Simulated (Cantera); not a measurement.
**Low-pressure radical oxidation in H2/O2**

An isothermal, constant-pressure homogeneous reactor starts with H₂ : O₂ = 0.025 : 1 (molar parts), equivalence ratio 0.013, at 1048 K and 10.00 Torr.

Cantera simulation using the H2/O2 subset of GRI-Mech 3.0, which has no nitrogen chemistry; the numbers are that mechanism's predictions, not measurements. Radical loss at walls, strong at low pressure, is not modelled.

| t (s) | x H₂ | x O₂ | x H₂O₂ | x HO₂ | x OH | x H₂O | x H |
|---|---|---|---|---|---|---|---|
| 0.000400 | 0.0244 | 0.976 | <1e-12 | 3.26e-10 | 2.36e-10 | 2.10e-10 | 1.85e-10 |
| 0.000795 | 0.0244 | 0.976 | <1e-12 | 6.57e-10 | 8.32e-10 | 1.30e-9 | 5.33e-10 |
| 0.00158 | 0.0244 | 0.976 | <1e-12 | 1.40e-9 | 5.91e-9 | 1.30e-8 | 3.50e-9 |
| 0.00314 | 0.0244 | 0.976 | 2.67e-12 | 7.48e-9 | 2.26e-7 | 5.46e-7 | 1.32e-7 |
| 0.00624 | 0.0235 | 0.975 | 4.63e-9 | 2.75e-6 | 0.000266 | 0.000680 | 0.000171 |
| 0.0124 | 0.000657 | 0.960 | 8.70e-8 | 4.08e-6 | 0.00142 | 0.0213 | 0.00346 |
| 0.0246 | 0.000191 | 0.964 | 4.66e-8 | 3.19e-6 | 0.000871 | 0.0231 | 0.00165 |
| 0.0490 | 0.000109 | 0.969 | 4.62e-8 | 2.63e-6 | 0.000654 | 0.0238 | 0.000713 |
| 0.0974 | 4.78e-5 | 0.972 | 4.47e-8 | 1.89e-6 | 0.000431 | 0.0243 | 0.000208 |
| 0.194 | 1.64e-5 | 0.974 | 4.00e-8 | 1.14e-6 | 0.000253 | 0.0245 | 4.24e-5 |
| 0.385 | 4.79e-6 | 0.975 | 3.16e-8 | 5.79e-7 | 0.000138 | 0.0246 | 6.96e-6 |
| 0.764 | 1.33e-6 | 0.975 | 2.15e-8 | 2.54e-7 | 7.42e-5 | 0.0247 | 1.07e-6 |
| 1.52 | 3.78e-7 | 0.975 | 1.27e-8 | 1.01e-7 | 4.04e-5 | 0.0247 | 1.71e-7 |
| 3.02 | 1.17e-7 | 0.975 | 6.69e-9 | 3.92e-8 | 2.28e-5 | 0.0247 | 3.06e-8 |
| 6.00 | 3.95e-8 | 0.975 | 3.32e-9 | 1.54e-8 | 1.35e-5 | 0.0247 | 6.28e-9 |
x: mole fraction; the columns are a selection and need not sum to one.

Equilibrium at this temperature and pressure: H₂ 7.47e-11, O₂ 0.975, H₂O₂ 1.43e-11, HO₂ 1.03e-9, OH 6.06e-7, H₂O 0.0247, H <1e-12 (gas phase only).
